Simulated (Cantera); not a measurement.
Input: 1 mol ZrO2, 5.5 mol H2, equilibrated at 1025 °C and 0.810 bar.

These are equilibrium values from Cantera (NASA tables, ideal gas, pure condensed phases), not measurements of a reactor. Candidate condensed phases: H2O, Zr, ZrO2; 12 gas species. Equilibrium is a limit: real reactors are often held back by kinetics, nucleation or transport.

Base state: H2 1.000 (mole fractions); condensed: ZrO2(monoclinic).

What changes in the equilibrium state with this change: ZrO2 replaced by PbS?


```
species                before     after
---------------------  ------  --------
H2                      1.000     0.847
H2S                         0     0.107
PbS                         0    0.0425
Pb                          0   0.00316
S2                          0  0.000155
SH                          0   7.35e-5
ZrO2(monoclinic), mol    1.00         0
Pb(l), mol                  0     0.599
PbS(s), mol                 0     0.137
```
Mutual solubility and eutectic melting of coexisting phases are not modelled. Gases not in the tables: S3 to S7. Further candidate phases: Pb, PbS, S.
